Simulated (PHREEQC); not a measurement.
Make-up at 25 °C: 5.5 mmol/kgw NaH2PO4, 6.3 mmol/kgw H2SO4 and 1.1 mmol/kgw H4SiO4. Closed to the air; pH follows from the charge balance.

Equilibrium calculation in PHREEQC: ion-association model, wateq4f.dat.

```json
[
 {"quantity": "pH", "before": "2.15", "after": "2.09"},
 {"quantity": "ionic strength (mol/kgw)", "before": "0.0176", "after": "0.0158"},
 {"quantity": "SO4-2 (mol/kgw)", "before": "0.00423", "after": "0.00406"},
 {"quantity": "H2PO4- (mol/kgw)", "before": "0.00286", "after": "0.00134"},
 {"quantity": "H3PO4 (mol/kgw)", "before": "0.00264", "after": "0.00141"},
 {"quantity": "HSO4- (mol/kgw)", "before": "0.00200", "after": "0.00221"},
 {"quantity": "SI of SiO2(a) (SiO2)", "before": "-0.24", "after": "-0.24"}
]
```

Name the change that produced these shifts.
A. NaH2PO4 from 0.0055 to 0.00275 mol/kgw
B. H4SiO4 replaced by K2SiO3 at the same molality
C. temperature from 25 to 70 °C
D. diluted 2-fold with water
E. 0.0041 mol/kgw K2SO4 added

A, NaH2PO4 from 0.0055 to 0.00275 mol/kgw

No solid was allowed to form. Some of these states are supersaturated (in Quartz (slow to form), Chalcedony (slow to form), for instance). H3PO4, which wateq4f.dat lacks, is added to it with the constant of phreeqc.dat.
